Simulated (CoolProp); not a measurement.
Saturation properties of hydrogen sulfide (Tc = 373.1 K, pc = 8.999 MPa, ω = 0.101).

Model: reference Helmholtz-energy equation of state, Lemmon 2006, in CoolProp. It is a short technical equation, of lower accuracy than the large ones.

```tsv
T (K)	p (MPa)	vapour density (kg/m³)	enthalpy of vaporisation (kJ/kg)	vapour viscosity (µPa s)
224.9	0.1799	3.397	531.9	8.79
228.1	0.2072	3.871	527.9	8.89
231.2	0.2366	4.378	524.0	8.99
234.3	0.2691	4.933	520.0	9.09
237.4	0.3049	5.541	516.0	9.19
240.5	0.3443	6.204	511.8	9.28
243.6	0.3874	6.926	507.6	9.38
246.7	0.4345	7.710	503.3	9.48
249.8	0.4859	8.561	499.0	9.58
252.9	0.5417	9.481	494.5	9.68
256	0.6022	10.47	490.0	9.77
259.1	0.6676	11.55	485.3	9.87
262.2	0.7381	12.70	480.6	9.97
265.3	0.8141	13.94	475.7	10.1
```

It boils at 212.9 K under 1 atm.

Viscosity comes from a separate model (Quiñones-Cisneros 2012).
